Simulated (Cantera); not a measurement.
Feed: 1 mol MgCl2, 0.018 mol HCl, 18 mol N2, at 1652 °C and 1000 Pa.

Equilibrium computed with Cantera from the NASA thermochemical tables; the gas is ideal and each condensed phase is pure. Candidate condensed phases: Mg, MgCl2, NH4Cl; 18 gas species. Rates play no part.

What is the equilibrium state?


```json
{
 "x(N2)": "0.943",
 "x(MgCl2)": "0.0504",
 "x(Cl)": "0.00362",
 "x(Mg)": "0.00157",
 "x(HCl)": "0.000919",
 "x(MgCl)": "0.000467",
 "x(H)": "1.74e-5",
 "x(H2)": "3.33e-6",
 "gas_amount": "19.09 mol",
 "log10 activity of Mg(l) (absent)": "-6.20"
}
```
